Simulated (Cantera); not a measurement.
# Equilibrium for oxide etching and cleaning by halides: MgO + HCl + O2

A closed system holds: 1 mol MgO, 1.5 mol HCl, 14 mol O2, equilibrated at 0.0113 Torr.

Method: chemical equilibrium by Gibbs-energy minimisation in Cantera with the NASA 1993 tables (ideal gas, pure condensed phases). Candidate condensed phases: H2O, Mg, MgCl2, MgO, Mg(OH)2; 22 gas species. Equilibrium is a limit: real reactors are often held back by kinetics, nucleation or transport.

```
T (°C)   x O2   x HCl     x Cl       x O    x H2O      x OH  n MgO(s)
------  -----  ------  -------  --------  -------  --------  --------
700     0.901  0.0880  0.00342   1.66e-8  0.00440   3.24e-7     1.000
800     0.899  0.0856  0.00885   3.05e-7  0.00552   2.36e-6     0.999
900     0.895  0.0792   0.0163   3.41e-6  0.00861   1.39e-5     0.997
1000    0.891  0.0701   0.0252   2.62e-5   0.0130   6.34e-5     0.996
1100    0.886  0.0598   0.0353  0.000150   0.0179  0.000228     0.994
1200    0.881  0.0492   0.0454  0.000676   0.0229  0.000677     0.992
1300    0.874  0.0394   0.0548   0.00252   0.0270   0.00171     0.991
1400    0.864  0.0307   0.0629   0.00802   0.0299   0.00377     0.991
1500    0.845  0.0232   0.0693    0.0223   0.0305   0.00734     0.986
1600    0.805  0.0167   0.0733    0.0547   0.0277    0.0125     0.917
```
x: gas mole fraction; n: condensed amount in mol.

From 700 °C to 1600 °C the condensed part is MgO(s). The main Mg-bearing gas is MgCl2 at 700 °C and Mg at 1600 °C. The share of Mg in condensed phases is highest at 700 °C (100.0 %) and lowest at 1600 °C (91.7 %).
